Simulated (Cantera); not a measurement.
Input (Python, Cantera):

```python
import numpy as np
import cantera as ct

gas = ct.Solution("gri30.yaml")
gas.TPX = 1398, 2666, {'H2': 0.14, 'O2': 1}
inlet = ct.Reservoir(gas, clone=True)

reactor = ct.IdealGasConstPressureReactor(gas, energy="off", clone=False)
exhaust = ct.Reservoir(gas, clone=True)
tau = [17, 5.7, 2, 0.68, 0.23, 0.081, 0.028, 0.0096, 0.0033, 0.0011, 0.00039][0]
for a, b in ((inlet, reactor), (reactor, exhaust)):
    ct.MassFlowController(a, b, mdot=lambda t: reactor.mass / tau)
net = ct.ReactorNet([reactor])
show = ['H2', 'O2', 'O', 'HO2', 'H2O', 'H2O2', 'OH']

rows = []
print(f"{'tau/s':>10s}{'T/K':>9s}" + "".join(f"{s:>11s}" for s in show))
for tau in [17, 5.7, 2, 0.68, 0.23, 0.081, 0.028, 0.0096, 0.0033, 0.0011, 0.00039]:
    net.initial_time = 0.0
    net.advance(30 * tau)
    before = gas.X
    net.advance(40 * tau)
    drift = np.max(np.abs(gas.X - before) / (gas.X + 1e-9))
    rows.append([gas.T, *gas[show].X, drift])
    print(f"{tau:10.3e}{gas.T:9.1f}" + "".join(f"{x:11.3e}" for x in gas[show].X))
```

Output:

```
     tau/s      T/K         H2         O2          O        HO2        H2O       H2O2         OH
 1.700e+01   1398.0  3.318e-05  8.684e-01  3.405e-04  4.996e-07  1.303e-01  3.209e-08  9.781e-04
 5.700e+00   1398.0  6.828e-05  8.678e-01  7.125e-04  8.987e-07  1.300e-01  4.890e-08  1.413e-03
 2.000e+00   1398.0  1.355e-04  8.669e-01  1.439e-03  1.527e-06  1.295e-01  7.117e-08  2.005e-03
 6.800e-01   1398.0  2.719e-04  8.650e-01  2.945e-03  2.494e-06  1.287e-01  1.016e-07  2.864e-03
 2.300e-01   1398.0  5.395e-04  8.614e-01  5.962e-03  3.793e-06  1.273e-01  1.402e-07  4.067e-03
 8.100e-02   1398.0  1.020e-03  8.551e-01  1.146e-02  5.227e-06  1.249e-01  1.829e-07  5.619e-03
 2.800e-02   1398.0  1.869e-03  8.441e-01  2.117e-02  6.592e-06  1.206e-01  2.255e-07  7.586e-03
 9.600e-03   1398.0  3.198e-03  8.277e-01  3.540e-02  7.538e-06  1.139e-01  2.574e-07  9.726e-03
 3.300e-03   1398.0  5.062e-03  8.106e-01  4.965e-02  7.942e-06  1.055e-01  2.763e-07  1.160e-02
 1.100e-03   1398.0  8.301e-03  8.009e-01  5.685e-02  8.039e-06  9.705e-02  3.000e-07  1.325e-02
 3.900e-04   1398.0  1.518e-02  8.019e-01  5.401e-02  7.969e-06  8.712e-02  3.410e-07  1.496e-02
```

Cantera simulation using GRI-Mech 3.0 (53 species, 325 reactions); the numbers are that mechanism's predictions, not measurements. Radical loss at walls, strong at low pressure, is not modelled. The temperature is held fixed by assumption; the heat of reaction is taken as removed at once.
